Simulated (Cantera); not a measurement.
Source: NASA polynomial tables (part measured, part estimated), evaluated in Cantera. Values are per mole of reaction as written; species without (g) are pure solids or liquids, kept so even where they would boil at 1 bar. ZrN: taken at fixed stoichiometry.

Problem. Between 1950 and 2075 K, where is each reaction favourable under standard conditions?
- 4 ZrN + 10 OH(g) → 4 ZrO2(g) + 5 H2(g) + 2 N2O(g)

Solution. 
- 4 ZrN + 10 OH(g) → 4 ZrO2(g) + 5 H2(g) + 2 N2O(g): ΔG° is -216 kJ at 1950 K and -231 kJ at 2075 K; it stays negative (K > 1). ΔH° is 9 kJ and ΔS° 115 J/K at 2075 K.
